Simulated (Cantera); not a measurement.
Feed: 1 mol Si, 3.9 mol H2, at 15.0 bar.

Equilibrium computed with Cantera from the NASA thermochemical tables; the gas is ideal and each condensed phase is pure. Candidate condensed phases: Si; 9 gas species. Gases not in the tables: Si2H6 and higher silanes. Kinetics and transport are ignored.

### Question
Which condensed phases are stable at each of these points (T (°C)): 850, 925, 1000, 1075, 1150, 1225, 1300, 1375, 1450?

### Answer
```tsv
T (°C)	condensed phases	Si condensed (%)
850	Si(s)	100.0
925	Si(s)	100.0
1000	Si(s)	100.0
1075	Si(s)	100.0
1150	Si(s)	100.0
1225	Si(s)	100.0
1300	Si(s)	100.0
1375	Si(s)	100.0
1450	Si(l)	100.0
```

From 850 °C to 1375 °C the condensed part is Si(s). At 1450 °C the condensed part is Si(l).
